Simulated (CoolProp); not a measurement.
Tetradecamethylhexasiloxane (MD4M) along the isobar 3.22 bar: fugacity coefficient from the reference equation and from simpler models built on Tc = 653.2 K, pc = 8.286 bar, ω = 0.800; each cubic takes its own stable root.

Model: reference Helmholtz-energy equation of state, Thol 2019, in CoolProp.

```csv
T (K),phase,reference
341.6,liquid,0.0001223
354.5,liquid,0.0003085
367.3,liquid,0.0007079
380.1,liquid,0.001504
393,liquid,0.003000
405.8,liquid,0.005599
418.7,liquid,0.009937
431.5,liquid,0.01671
444.4,liquid,0.02700
457.2,liquid,0.04175
470.1,liquid,0.06246
482.9,liquid,0.09015
495.7,liquid,0.1263
```

Task: How far does each simpler model (van der Waals, Redlich-Kwong, Soave-Redlich-Kwong, Peng-Robinson) lie from the reference over these 13 states: mean and median of the absolute difference, and the worst?

Result: 
- van der Waals: mean 13821.2 %, median 3024.7 %, worst +82974.4 % at 341.6 K and 3.22 bar
- Redlich-Kwong: mean 2129.1 %, median 942.6 %, worst +9180.5 % at 341.6 K and 3.22 bar
- Soave-Redlich-Kwong: mean 9.4 %, median 4.9 %, worst +32.5 % at 341.6 K and 3.22 bar
- Peng-Robinson: mean 23.6 %, median 15.4 %, worst +72.0 % at 341.6 K and 3.22 bar
